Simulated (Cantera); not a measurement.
A Cantera script and its output.

```python
import numpy as np
import cantera as ct

gas = ct.Solution("gri30.yaml")
gas.TPX = 1500, 100000, {'CH3OH': 1, 'O2': 4.41, 'N2': 16.6}
reactor = ct.IdealGasReactor(gas, energy="on", clone=False)
net = ct.ReactorNet([reactor])
net.rtol, net.atol = 1e-08, 1e-16
show = ['CH3OH', 'O2', 'NO', 'C2H4', 'OH', 'HCO', 'HO2']
times = np.geomspace(1e-06, 7, 13)

steps = ct.SolutionArray(gas, extra=["t"])
rows = []
print(f"{'t/s':>10s}{'T/K':>9s}{'P/Pa':>11s}" + "".join(f"{s:>11s}" for s in show))
for t in times:
    while net.time < t:
        t_next = net.step()
        steps.append(gas.state, t=t_next)
    rows.append([np.interp(t, steps.t, y) for y in (steps.T, steps.P, *steps(*show).X.T)])
    print(f"{t:10.3e}{rows[-1][0]:9.1f}{rows[-1][1]:11.4g}" + "".join(f"{x:11.3e}" for x in rows[-1][2:]))
rate = np.gradient(steps.T, steps.t)
print("integrator steps:", len(steps.t))
if steps.T.max() > steps.T[0] + 200:
    print(f"time of steepest temperature rise: {steps.t[rate.argmax()]:.4e} s")
gas.TPX = 1500, 100000, {'CH3OH': 1, 'O2': 4.41, 'N2': 16.6}
gas.equilibrate("UV")
print(f"equilibrium (UV): T = {gas.T:.1f} K  " + "  ".join(f"{s} {gas[s].X[0]:.3e}" for s in show))
```

Output:

```
       t/s      T/K       P/Pa      CH3OH         O2         NO       C2H4         OH        HCO        HO2
 1.000e-06   1500.0      1e+05  4.543e-02  2.004e-01  4.451e-16  2.467e-12  2.680e-07  2.153e-11  1.080e-06
 3.719e-06   1500.0      1e+05  4.542e-02  2.004e-01  3.932e-15  4.320e-11  2.951e-07  1.452e-10  6.430e-06
 1.383e-05   1500.0      1e+05  4.537e-02  2.003e-01  1.913e-14  1.084e-09  3.350e-07  7.950e-10  2.838e-05
 5.144e-05   1500.2      1e+05  4.513e-02  2.001e-01  1.072e-13  1.515e-08  8.230e-07  8.210e-09  1.260e-04
 1.913e-04   1518.9  1.017e+05  3.919e-02  1.964e-01  4.017e-12  4.759e-08  1.773e-05  1.403e-06  7.732e-04
 7.114e-04   2410.4  1.652e+05  5.719e-20  1.267e-01  2.616e-04  4.385e-30  7.911e-03  2.164e-10  7.929e-06
 2.646e-03   2411.0  1.652e+05  5.310e-20  1.263e-01  1.288e-03  3.652e-30  7.723e-03  1.960e-10  7.963e-06
 9.840e-03   2404.1  1.647e+05  4.918e-20  1.247e-01  4.544e-03  3.132e-30  7.532e-03  1.833e-10  7.738e-06
 3.659e-02   2390.6  1.637e+05  4.230e-20  1.217e-01  1.081e-02  2.303e-30  7.172e-03  1.605e-10  7.315e-06
 1.361e-01   2384.7  1.633e+05  3.956e-20  1.204e-01  1.354e-02  2.006e-30  7.017e-03  1.514e-10  7.135e-06
 5.061e-01   2384.6  1.633e+05  3.953e-20  1.204e-01  1.357e-02  2.002e-30  7.015e-03  1.513e-10  7.132e-06
 1.882e+00   2384.6  1.633e+05  3.953e-20  1.204e-01  1.357e-02  2.002e-30  7.015e-03  1.513e-10  7.132e-06
 7.000e+00   2384.6  1.633e+05  3.953e-20  1.204e-01  1.357e-02  2.002e-30  7.015e-03  1.513e-10  7.132e-06
integrator steps: 1791
time of steepest temperature rise: 2.9931e-04 s
equilibrium (UV): T = 2384.6 K  CH3OH 4.075e-20  O2 1.204e-01  NO 1.357e-02  C2H4 2.596e-30  OH 7.015e-03  HCO 1.513e-10  HO2 7.132e-06
```

Computed with Cantera and GRI-Mech 3.0 (53 species, 325 reactions). GRI-Mech 3.0 was tuned for natural gas; its chemistry of methanol as a main component is partial and can be far from experiment.
